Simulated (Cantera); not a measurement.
Titanium nitride, carbide and oxide coatings: Ti + CH4 + H2

Charge: 1 mol Ti, 8.9 mol CH4, 1.9 mol H2, at 10.0 mbar.

Cantera equilibrium calculation (NASA polynomials, part measured and part estimated; ideal gas, pure solids and liquids). Candidate condensed phases: C, C6H6, C7H8, C8H18, Ti, TiC; 77 gas species. TiC: taken at fixed stoichiometry. Kinetics and transport are ignored.

From 727 °C to 1927 °C the condensed part is C(graphite) + TiC(s).

```json
[
 {"T (°C)": "727", "x H2": "0.999", "x H": "2.27e-8", "x C2H2 (acetylene)": "1.14e-9", "x CH4": "0.000953", "x C2H": "<1e-12", "x CH3": "3.74e-10", "x Ti": "<1e-12", "x C4H2": "<1e-12", "n C(graphite)": "7.88", "n TiC(s)": "1.00"},
 {"T (°C)": "827", "x H2": "1.000", "x H": "2.58e-7", "x C2H2 (acetylene)": "1.33e-8", "x CH4": "0.000359", "x C2H": "<1e-12", "x CH3": "1.70e-9", "x Ti": "<1e-12", "x C4H2": "<1e-12", "n C(graphite)": "7.89", "n TiC(s)": "1.00"},
 {"T (°C)": "927", "x H2": "1.000", "x H": "1.97e-6", "x C2H2 (acetylene)": "1.03e-7", "x CH4": "0.000158", "x C2H": "<1e-12", "x CH3": "5.94e-9", "x Ti": "<1e-12", "x C4H2": "<1e-12", "n C(graphite)": "7.90", "n TiC(s)": "1.00"},
 {"T (°C)": "1027", "x H2": "1.000", "x H": "1.11e-5", "x C2H2 (acetylene)": "5.76e-7", "x CH4": "7.86e-5", "x C2H": "<1e-12", "x CH3": "1.71e-8", "x Ti": "<1e-12", "x C4H2": "<1e-12", "n C(graphite)": "7.90", "n TiC(s)": "1.00"},
 {"T (°C)": "1127", "x H2": "1.000", "x H": "4.86e-5", "x C2H2 (acetylene)": "2.52e-6", "x CH4": "4.32e-5", "x C2H": "<1e-12", "x CH3": "4.21e-8", "x Ti": "<1e-12", "x C4H2": "2.40e-12", "n C(graphite)": "7.90", "n TiC(s)": "1.00"},
 {"T (°C)": "1227", "x H2": "1.000", "x H": "0.000176", "x C2H2 (acetylene)": "9.02e-6", "x CH4": "2.57e-5", "x C2H": "2.99e-12", "x CH3": "9.16e-8", "x Ti": "<1e-12", "x C4H2": "3.11e-11", "n C(graphite)": "7.90", "n TiC(s)": "1.00"},
 {"T (°C)": "1327", "x H2": "0.999", "x H": "0.000544", "x C2H2 (acetylene)": "2.75e-5", "x CH4": "1.63e-5", "x C2H": "5.02e-11", "x CH3": "1.80e-7", "x Ti": "4.64e-12", "x C4H2": "2.93e-10", "n C(graphite)": "7.90", "n TiC(s)": "1.00"},
 {"T (°C)": "1427", "x H2": "0.998", "x H": "0.00147", "x C2H2 (acetylene)": "7.33e-5", "x CH4": "1.09e-5", "x C2H": "6.04e-10", "x CH3": "3.27e-7", "x Ti": "8.11e-11", "x C4H2": "2.10e-9", "n C(graphite)": "7.90", "n TiC(s)": "1.00"},
 {"T (°C)": "1527", "x H2": "0.996", "x H": "0.00357", "x C2H2 (acetylene)": "0.000175", "x CH4": "7.64e-6", "x C2H": "5.49e-9", "x CH3": "5.54e-7", "x Ti": "1.03e-9", "x C4H2": "1.21e-8", "n C(graphite)": "7.89", "n TiC(s)": "1.00"},
 {"T (°C)": "1627", "x H2": "0.992", "x H": "0.00790", "x C2H2 (acetylene)": "0.000379", "x CH4": "5.53e-6", "x C2H": "3.95e-8", "x CH3": "8.83e-7", "x Ti": "9.93e-9", "x C4H2": "5.76e-8", "n C(graphite)": "7.88", "n TiC(s)": "1.00"},
 {"T (°C)": "1727", "x H2": "0.983", "x H": "0.0161", "x C2H2 (acetylene)": "0.000755", "x CH4": "4.10e-6", "x C2H": "2.32e-7", "x CH3": "1.33e-6", "x Ti": "7.63e-8", "x C4H2": "2.33e-7", "n C(graphite)": "7.87", "n TiC(s)": "1.000"},
 {"T (°C)": "1827", "x H2": "0.968", "x H": "0.0307", "x C2H2 (acetylene)": "0.00140", "x CH4": "3.09e-6", "x C2H": "1.15e-6", "x CH3": "1.91e-6", "x Ti": "4.81e-7", "x C4H2": "8.17e-7", "n C(graphite)": "7.84", "n TiC(s)": "1.000"},
 {"T (°C)": "1927", "x H2": "0.943", "x H": "0.0547", "x C2H2 (acetylene)": "0.00242", "x CH4": "2.34e-6", "x C2H": "4.85e-6", "x CH3": "2.60e-6", "x Ti": "2.56e-6", "x C4H2": "2.52e-6", "n C(graphite)": "7.80", "n TiC(s)": "1.000"}
]
```
x: gas mole fraction; n: condensed amount in mol.
